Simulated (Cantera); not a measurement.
Equilibrium for silicon epitaxy and polysilicon growth: SiH₂Cl₂ + Cl₂ + H₂

Charge: 1 mol SiH₂Cl₂, 0.054 mol Cl₂, 360 mol H₂, equilibrated at 1525 K and 7.50 Torr.

Cantera equilibrium calculation (NASA polynomials, part measured and part estimated; ideal gas, pure solids and liquids). Candidate condensed phases: Si; 19 gas species. Equilibrium is a limit: real reactors are often held back by kinetics, nucleation or transport.

| Item | Value |
|---|---|
| x(H₂) | 0.994 |
| x(HCl) | 0.00561 |
| x(H) | 0.000236 |
| x(SiCl₂) | 0.000104 |
| x(SiH₂) | 2.04e-6 |
| x(Si) | 1.89e-6 |
| x(Cl) | 1.07e-6 |
| n(Si(s)) | 0.961 mol |
| gas amount | 362.1 mol |
